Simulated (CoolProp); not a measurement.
Dimethyl ether along the isotherm 106.75 °C: Z from the reference equation and from simpler models built on Tc = 127.2 °C, pc = 5.337 MPa, ω = 0.196; each cubic takes its own stable root.

Values from CoolProp's reference Helmholtz-energy equation of state, Wu 2011.

```csv
p (MPa),phase,reference
1.03,gas,0.9135
2.05,gas,0.8137
3.08,gas,0.6836
4.11,liquid,0.1241
5.13,liquid,0.1504
6.16,liquid,0.1767
7.18,liquid,0.2024
8.21,liquid,0.2280
9.24,liquid,0.2533
10.3,liquid,0.2791
11.3,liquid,0.3031
12.3,liquid,0.3270
13.3,liquid,0.3506
```

Problem. How far does each simpler model (van der Waals, Redlich-Kwong) lie from the reference over these 13 states: mean and median of the absolute difference, and the worst?

Solution. 
- van der Waals: mean 66.0 %, median 47.9 %, worst +387.5 % at 106.75 °C and 4.11 MPa
- Redlich-Kwong: mean 14.4 %, median 15.3 %, worst +27.3 % at 106.75 °C and 4.11 MPa

At some of these states van der Waals gives the other phase, because its saturation line lies elsewhere.
